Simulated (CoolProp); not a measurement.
A simple Rankine cycle with R236EA: condensing at 326.15 K, boiler at 1.86 MPa, turbine inlet 411 K, turbine efficiency 0.9, pump efficiency 0.8, no recuperator. Each further row changes one setting.

Values from CoolProp's reference Helmholtz-energy equation of state, Rui 2013.

```csv
case,thermal efficiency (%),net work (kJ/kg),heat in (kJ/kg),turbine exit temperature (K),volume ratio over the turbine
as stated,9.9,20.6,209,375.0,4.07
condensing temperature 318.15 K,[?],[?],219,369.7,5.14
boiler pressure 1.3 MPa,7.5,16.1,[?],[?],[?]
turbine efficiency 0.8,[?],[?],209,377.4,4.11
```

**Question.** What belongs in the gaps?

**Answer.** 
- condensing temperature 318.15 K, thermal efficiency (%): 11.2
- condensing temperature 318.15 K, net work (kJ/kg): 24.5
- boiler pressure 1.3 MPa, heat in (kJ/kg): 216
- boiler pressure 1.3 MPa, turbine exit temperature (K): 386.7
- boiler pressure 1.3 MPa, volume ratio over the turbine: 2.70
- turbine efficiency 0.8, thermal efficiency (%): 8.7
- turbine efficiency 0.8, net work (kJ/kg): 18.2
